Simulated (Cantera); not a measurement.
Charge: 1 mol Fe2O3, 2.3 mol SO3, 7.5 mol H2O, held at 56.0 mbar.

Method: chemical equilibrium by Gibbs-energy minimisation in Cantera with the NASA 1993 tables (ideal gas, pure condensed phases). Candidate condensed phases: Fe, FeO, Fe(OH)2, Fe(OH)3, FeS, FeSO4, FeS2, Fe2O3, Fe2(SO4)3, Fe3O4, H2O, H2SO4, S; 22 gas species. Equilibrium is a limit: real reactors are often held back by kinetics, nucleation or transport. All values below are at 377 °C.

Base state: H2O 1.000, SO2 3.15e-5, SO3 3.12e-5, O2 1.57e-5 (mole fractions); condensed: Fe2O3(s) + Fe2(SO4)3(s).

**Question.** What changes in the equilibrium state with this change: 0.41 mol H2S added?

**Answer.** 
```csv
species,before,after
H2O,1.000,0.921
SO2,3.15e-5,0.0786
SO3,3.12e-5,0.000103
O2,1.57e-5,<1e-9
"Fe2O3(s), mol",0.233,0
"Fe2(SO4)3(s), mol",0.767,0.0345
"FeSO4(s), mol",0,1.93
```
